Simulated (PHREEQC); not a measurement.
**Acid rinse or clean (model solution)**

Consider water at 25 °C with 0.027 mol/kgw HF and 0.017 mol/kgw CuCl2. It is in equilibrium with CO2 at log p = -1 (atm). Otherwise closed; pH follows from the charge balance.

The numbers come from PHREEQC with the ion-association model, phreeqc.dat.

Each row changes one thing in this solution. This is a speciation only: nothing precipitates in the calculation.

```csv
case,pH,ionic strength (mol/kgw),HF (mol/kgw),Cu+2 (mol/kgw),F- (mol/kgw),CuCl+ (mol/kgw)
as made,2.36,0.0536,0.0216,0.0158,0.00417,0.000668
temperature from 25 to 5 °C,2.30,0.0552,0.0209,0.0162,0.00494,0.000247
diluted 5-fold with water,2.79,0.0118,___,0.00329,0.00168,3.94e-5
temperature from 25 to 55 °C,2.47,0.0496,___,0.0143,0.00319,___
CuCl2 from 0.017 to 0.0153 mol/kgw,2.37,0.0488,0.0216,0.0142,0.00417,0.000557
```

Fill in the missing entries.


- diluted 5-fold with water, HF (mol/kgw): 0.00361
- temperature from 25 to 55 °C, HF (mol/kgw): 0.0227
- temperature from 25 to 55 °C, CuCl+ (mol/kgw): 0.00216

Species that the database lacks are ignored. Away from 25 °C the constants follow the database's enthalpies or fits; those with neither stay at their 25 °C values.
